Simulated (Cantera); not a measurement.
What does this Cantera script print?

```python
import numpy as np
import cantera as ct

gas_names = """
    H H2 N NH NH2 NH3 N2 N2H2 N2H4 Si SiH SiH2 SiH3 SiH4 SiN Si2 Si2N Si3
""".split()
cond_names = """
    Si(cr) Si(L) Si3N4(a)
""".split()


# ... load() reads the species with a 1 bar reference pressure and builds the phases ...
atoms = {
    'trisilylamine': {'Si': 3, 'N': 1, 'H': 9},
    'N2': {'N': 2},
}
top_T = {'Si3N4(a)': 2400}  # K; cautious upper limits of use, not melting points


# ... equilibrate(T, P, feed) seeds the gas with the atoms and calls Mixture.equilibrate('TP', solver="vcs", rtol=1e-11, max_steps=5000) ...
results = []
feed = {'trisilylamine': 1, 'N2': 12}  # mol
P = 200  # Pa
for T in [1598, 1673, 1748, 1823, 1898, 1973, 2048]:
    mix = equilibrate(T, P, feed)
    results.append((T, P, feed, dict(zip(mix.species_names, mix.species_moles))))

top = {s: max(r[3][s] / sum(r[3][g] for g in gas_names) for r in results) for s in gas_names}
cols = sorted((s for s in top if top[s] > 0.001), key=lambda s: -top[s])[:9]
seen = [c for c in cond_names if any(r[3].get(c, 0) > 1e-12 for r in results)]
print("log10 of partial pressures in bar; condensed amounts in mol")
print(f"{'T/K':>10s}" + "".join(f"{s[:9]:>10s}" for s in cols + seen))
for T, P, feed, n in results:
    ng = sum(n[g] for g in gas_names)
    print(f"{T:10.4g}" + "".join(f"{np.log10(max(n[s] / ng * P / 1e5, 1e-99)):10.3f}" for s in cols)
          + "".join(f"{n.get(c, 0):10.4g}" for c in seen))
```

Result:

```
log10 of partial pressures in bar; condensed amounts in mol
       T/K        N2        H2        Si         H     Si(L)  Si3N4(a)
      1598    -2.854    -3.222    -7.486    -5.885         0    0.9999
      1673    -2.854    -3.223    -6.478    -5.555         0     0.999
      1748    -2.833    -3.279    -5.837    -5.281     2.986         0
      1823    -2.835    -3.282    -5.355    -5.004     2.958         0
      1898    -2.837    -3.288    -4.911    -4.751     2.885         0
      1973    -2.843    -3.300    -4.501    -4.520     2.703         0
      2048    -2.856    -3.321    -4.122    -4.311     2.272         0
```

Method: chemical equilibrium by Gibbs-energy minimisation in Cantera with the NASA 1993 tables (ideal gas, pure condensed phases). The feed counts by its element totals alone. The tables' values for SiN are old estimates; treat these amounts as uncertain. Gases not in the tables: Si2H6 and higher silanes.
